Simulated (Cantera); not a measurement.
**Low-pressure radical oxidation in H2/O2**

A perfectly stirred reactor is fed with 2.36 % H₂, 2.91 % O₂, 94.7 % N₂, at 10.00 Torr; it is held at 1048 K, and followed from long to short residence time.

Detailed kinetics in Cantera: the H2/O2 subset of GRI-Mech 3.0, which has no nitrogen chemistry. Radical loss at walls, strong at low pressure, is not modelled.

| τ (s) | x H₂ | x O₂ | x OH | x HO₂ | x H₂O |
|---|---|---|---|---|---|
| 12 | 0.000255 | 0.0176 | 0.000136 | 1.40e-7 | 0.0233 |
| 5.4 | 0.000412 | 0.0177 | 0.000175 | 1.48e-7 | 0.0229 |
| 2.4 | 0.000651 | 0.0178 | 0.000222 | 1.54e-7 | 0.0222 |
| 1.1 | 0.000967 | 0.0181 | 0.000272 | 1.58e-7 | 0.0212 |
| 0.49 | 0.00138 | 0.0185 | 0.000325 | 1.63e-7 | 0.0197 |
| 0.22 | 0.00189 | 0.0190 | 0.000372 | 1.67e-7 | 0.0181 |
| 0.10 | 0.00259 | 0.0196 | 0.000415 | 1.71e-7 | 0.0164 |
| 0.045 | 0.00379 | 0.0204 | 0.000454 | 1.76e-7 | 0.0147 |
| 0.020 | 0.00605 | 0.0216 | 0.000479 | 1.83e-7 | 0.0126 |
| 0.0091 | 0.0101 | 0.0234 | 0.000447 | 1.92e-7 | 0.00947 |
x: mole fraction; the columns are a selection and need not sum to one.
